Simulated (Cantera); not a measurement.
What does this Cantera script print?

```python
import numpy as np
import cantera as ct

gas = ct.Solution("gri30.yaml")
gas.TPX = 1075, 330, {'H2': 0.027, 'O2': 1}
inlet = ct.Reservoir(gas, clone=True)

reactor = ct.IdealGasConstPressureReactor(gas, energy="off", clone=False)
exhaust = ct.Reservoir(gas, clone=True)
tau = [0.38, 0.21, 0.12, 0.065, 0.036, 0.02, 0.011, 0.0062, 0.0035, 0.0019][0]
for a, b in ((inlet, reactor), (reactor, exhaust)):
    ct.MassFlowController(a, b, mdot=lambda t: reactor.mass / tau)
net = ct.ReactorNet([reactor])
show = ['H2', 'O2', 'O', 'H2O2', 'HO2', 'H', 'H2O']

rows = []
print(f"{'tau/s':>10s}{'T/K':>9s}" + "".join(f"{s:>11s}" for s in show))
for tau in [0.38, 0.21, 0.12, 0.065, 0.036, 0.02, 0.011, 0.0062, 0.0035, 0.0019]:
    net.initial_time = 0.0
    net.advance(30 * tau)
    before = gas.X
    net.advance(40 * tau)
    drift = np.max(np.abs(gas.X - before) / (gas.X + 1e-9))
    rows.append([gas.T, *gas[show].X, drift])
    print(f"{tau:10.3e}{gas.T:9.1f}" + "".join(f"{x:11.3e}" for x in gas[show].X))
```

Result:

```
     tau/s      T/K         H2         O2          O       H2O2        HO2          H        H2O
 3.800e-01   1075.0  5.472e-04  9.602e-01  1.171e-02  1.640e-08  8.137e-07  2.098e-03  2.422e-02
 2.100e-01   1075.0  7.917e-04  9.583e-01  1.329e-02  1.834e-08  8.736e-07  2.748e-03  2.353e-02
 1.200e-01   1075.0  1.151e-03  9.570e-01  1.418e-02  2.126e-08  9.268e-07  3.361e-03  2.273e-02
 6.500e-02   1075.0  1.784e-03  9.564e-01  1.438e-02  2.610e-08  9.806e-07  3.973e-03  2.165e-02
 3.600e-02   1075.0  2.780e-03  9.566e-01  1.383e-02  3.270e-08  1.024e-06  4.432e-03  2.027e-02
 2.000e-02   1075.0  4.367e-03  9.576e-01  1.263e-02  4.093e-08  1.052e-06  4.653e-03  1.844e-02
 1.100e-02   1075.0  6.905e-03  9.594e-01  1.080e-02  4.951e-08  1.056e-06  4.482e-03  1.588e-02
 6.200e-03   1075.0  1.059e-02  9.621e-01  8.484e-03  5.388e-08  1.024e-06  3.787e-03  1.254e-02
 3.500e-03   1075.0  1.581e-02  9.658e-01  5.580e-03  4.572e-08  9.399e-07  2.493e-03  8.169e-03
 1.900e-03   1075.0  2.300e-02  9.711e-01  1.792e-03  1.161e-08  7.196e-07  6.863e-04  2.491e-03
```

Detailed kinetics in Cantera: GRI-Mech 3.0 (53 species, 325 reactions). Radical loss at walls, strong at low pressure, is not modelled.
